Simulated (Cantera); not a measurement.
Mixture: 5.09 % CH4, 23.7 % O2, 68.7 % N2, 2.49 % H2O, equivalence ratio 0.43, at 2.90 bar, adiabatic and at constant volume. Ignition delay is the time to a rise of 400 K.

Model: GRI-Mech 3.0 (53 species, 325 reactions), integrated in Cantera.

Q: Predict: delay at 1148 K; delay at 1248 K; delay at 1348 K; delay at 1448 K; delay at 1548 K; delay at 1648 K; delay at 1748 K; apparent activation energy between 1548 and 1748 K.

A: delay at 1148 K: 18.7 ms
delay at 1248 K: 4.91 ms
delay at 1348 K: 1.49 ms
delay at 1448 K: 0.515 ms
delay at 1548 K: 0.205 ms
delay at 1648 K: 92.3 µs
delay at 1748 K: 46.3 µs
apparent activation energy between 1548 and 1748 K: 170 kJ/mol
